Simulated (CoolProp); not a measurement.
Hexamethyldisiloxane (MM) at several states: density (kg/m³) from the reference equation and from simpler models built on Tc = 245.6 °C, pc = 1.931 MPa, ω = 0.418; each cubic takes its own stable root.

Values from CoolProp's reference Helmholtz-energy equation of state, Thol 2016.

```tsv
T (°C)	p (MPa)	phase	reference	van der Waals	Redlich-Kwong	Peng-Robinson
135.15	0.012	gas	0.5769	0.5758	0.5764	0.5769
113.75	0.576	liquid	660.1	[?]	[?]	[?]
43.15	1.47	liquid	742.8	[?]	[?]	[?]
```

Task: Fill in the missing entries.

Result: 
- 113.75, van der Waals: 398.2
- 113.75, Redlich-Kwong: 573.7
- 113.75, Peng-Robinson: 697.2
- 43.15, van der Waals: 452.6
- 43.15, Redlich-Kwong: 660.7
- 43.15, Peng-Robinson: 782.1
